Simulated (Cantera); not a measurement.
Input: 1 mol Cu, a varied amount of F₂, 0.18 mol H₂, equilibrated at 825 °C and 585 Torr.

Cantera equilibrium calculation (NASA polynomials, part measured and part estimated; ideal gas, pure solids and liquids). Candidate condensed phases: Cu, CuF₂; 15 gas species. Rates play no part.

Task: At 3.3 mol F₂, list the 4 most abundant gas species with their mole fractions, and the condensed phases.

Result: F₂ 0.653, F 0.218, HF 0.129, CuF₂ 0.000228. Condensed: CuF₂(s).
